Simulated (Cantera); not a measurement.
A Cantera script and what it prints.

```python
import numpy as np
import cantera as ct

gas_names = """
    Fe FeO Fe(OH)2 H HO2 H2 H2O H2O2 H2S H2SO4 O OH O2 O3 S SH SO SO2 SO3 S2 S2O S8
""".split()
cond_names = """
    Fe(a) Fe(c) Fe(d) Fe(L) FeO(s) FeO(L) Fe(OH)2(s) Fe(OH)3(s) FeS(a) FeS(b) FeS(c) FeS(L) FeSO4(s)
    FeS2(s) Fe2O3(s) Fe2S3O12(s) Fe3O4(s) H2O(s) H2O(L) H2SO4(L) S(cr1) S(cr2) S(L)
""".split()


# ... load() reads the species with a 1 bar reference pressure and builds the phases ...
atoms = {
    'FeS': {'Fe': 1, 'S': 1},
    'H2': {'H': 2},
    'H2O': {'H': 2, 'O': 1},
}
top_T = {'FeSO4(s)': 950, 'FeS2(s)': 1010, 'Fe2O3(s)': 1830, 'Fe2S3O12(s)': 1100, 'Fe3O4(s)': 1870}  # K; cautious upper limits of use, not melting points


# ... equilibrate(T, P, feed) seeds the gas with the atoms and calls Mixture.equilibrate('TP', solver="vcs", rtol=1e-11, max_steps=5000) ...
results = []
feed = {'FeS': 1, 'H2': 0.44, 'H2O': 4.3}  # mol
T = 1648.15  # K
P = 133.322  # Pa
mix = equilibrate(T, P, feed)
results.append((T, P, feed, dict(zip(mix.species_names, mix.species_moles))))
print(gas.report(threshold=1e-06))
for i in range(1, mix.n_phases):
    print(f"{mix.phase(i).name:16s} {mix.phase_moles(i):12.5e} mol")
```

Output:

```
       temperature   1648.2 K
          pressure   133.32 Pa
           density   0.00016987 kg/m^3
  mean mol. weight   17.46 kg/kmol
   phase of matter   gas

                          1 kg             1 kmol
                     ---------------   ---------------
          enthalpy       -4.3024e+06       -7.5122e+07  J
   internal energy       -5.0873e+06       -8.8826e+07  J
           entropy             17090         2.984e+05  J/K
    Gibbs function        -3.247e+07       -5.6693e+08  J
 heat capacity c_p            2431.5             42455  J/K
 heat capacity c_v            1955.3             34141  J/K

                      mass frac. Y      mole frac. X     chem. pot. / RT
                     ---------------   ---------------   ---------------
                Fe         0.0023756        0.00074274           -7.8226
               FeO        2.7326e-05        6.6411e-06           -33.015
           Fe(OH)2        0.00013939        2.7084e-05           -84.668
                 H        8.7322e-05         0.0015126            -13.23
                H2          0.044278           0.38349            -26.46
               H2O           0.49683           0.48153           -51.653
               H2S          0.011723         0.0060068           -42.186
                OH        8.3153e-05         8.537e-05           -38.423
                 S         0.0022225         0.0012104           -15.726
                SH         0.0073596          0.003886           -28.956
                SO          0.033865          0.012304           -40.919
               SO2           0.21076          0.057447           -66.111
                S2           0.18915          0.051506           -31.452
               S2O         0.0011034        0.00024046           -56.644
     [   +8 minor]        6.0995e-07        4.4674e-07

Fe(c)             0.00000e+00 mol
FeO(s)            9.95788e-01 mol
FeS(L)            0.00000e+00 mol
Fe2O3(s)          0.00000e+00 mol
Fe3O4(s)          0.00000e+00 mol
S(L)              0.00000e+00 mol
```

Equilibrium computed with Cantera from the NASA thermochemical tables; the gas is ideal and each condensed phase is pure. The tables' stoichiometric FeO is somewhat more stable than real wüstite, so its field is too wide. FeO: taken at fixed stoichiometry.
